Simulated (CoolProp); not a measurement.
Properties of decamethyltetrasiloxane (MD2M) along the isobar 6.56 bar (Tc = 599.4 K, pc = 11.44 bar, ω = 0.635).

Model: reference Helmholtz-energy equation of state, Thol 2017, in CoolProp.

```json
[
 {"T (K)": "502.3", "phase": "liquid", "density (kg/m³)": "624.2", "cv (kJ/(kg K))": "1.900", "Joule-Thomson coefficient (K/MPa)": "0.1133", "expansivity (1/kK)": "2.299"},
 {"T (K)": "509.8", "phase": "liquid", "density (kg/m³)": "613.2", "cv (kJ/(kg K))": "1.914", "Joule-Thomson coefficient (K/MPa)": "0.1793", "expansivity (1/kK)": "2.437"},
 {"T (K)": "517.3", "phase": "liquid", "density (kg/m³)": "601.8", "cv (kJ/(kg K))": "1.928", "Joule-Thomson coefficient (K/MPa)": "0.2573", "expansivity (1/kK)": "2.599"},
 {"T (K)": "524.8", "phase": "liquid", "density (kg/m³)": "589.7", "cv (kJ/(kg K))": "1.942", "Joule-Thomson coefficient (K/MPa)": "0.3514", "expansivity (1/kK)": "2.793"},
 {"T (K)": "532.3", "phase": "liquid", "density (kg/m³)": "577.0", "cv (kJ/(kg K))": "1.957", "Joule-Thomson coefficient (K/MPa)": "0.4676", "expansivity (1/kK)": "3.029"},
 {"T (K)": "539.9", "phase": "liquid", "density (kg/m³)": "563.3", "cv (kJ/(kg K))": "1.972", "Joule-Thomson coefficient (K/MPa)": "0.6182", "expansivity (1/kK)": "3.334"},
 {"T (K)": "547.4", "phase": "liquid", "density (kg/m³)": "548.6", "cv (kJ/(kg K))": "1.987", "Joule-Thomson coefficient (K/MPa)": "0.8173", "expansivity (1/kK)": "3.734"},
 {"T (K)": "554.9", "phase": "liquid", "density (kg/m³)": "532.4", "cv (kJ/(kg K))": "2.002", "Joule-Thomson coefficient (K/MPa)": "1.101", "expansivity (1/kK)": "4.305"},
 {"T (K)": "562.4", "phase": "liquid", "density (kg/m³)": "513.9", "cv (kJ/(kg K))": "2.019", "Joule-Thomson coefficient (K/MPa)": "1.547", "expansivity (1/kK)": "5.211"},
 {"T (K)": "569.9", "phase": "gas", "density (kg/m³)": "61.02", "cv (kJ/(kg K))": "1.988", "Joule-Thomson coefficient (K/MPa)": "21.17", "expansivity (1/kK)": "6.628"},
 {"T (K)": "577.4", "phase": "gas", "density (kg/m³)": "58.27", "cv (kJ/(kg K))": "1.997", "Joule-Thomson coefficient (K/MPa)": "18.46", "expansivity (1/kK)": "5.709"},
 {"T (K)": "585", "phase": "gas", "density (kg/m³)": "55.95", "cv (kJ/(kg K))": "2.007", "Joule-Thomson coefficient (K/MPa)": "16.43", "expansivity (1/kK)": "5.050"},
 {"T (K)": "592.5", "phase": "gas", "density (kg/m³)": "53.97", "cv (kJ/(kg K))": "2.016", "Joule-Thomson coefficient (K/MPa)": "14.86", "expansivity (1/kK)": "4.562"},
 {"T (K)": "600", "phase": "gas", "density (kg/m³)": "52.23", "cv (kJ/(kg K))": "2.026", "Joule-Thomson coefficient (K/MPa)": "13.60", "expansivity (1/kK)": "4.180"}
]
```
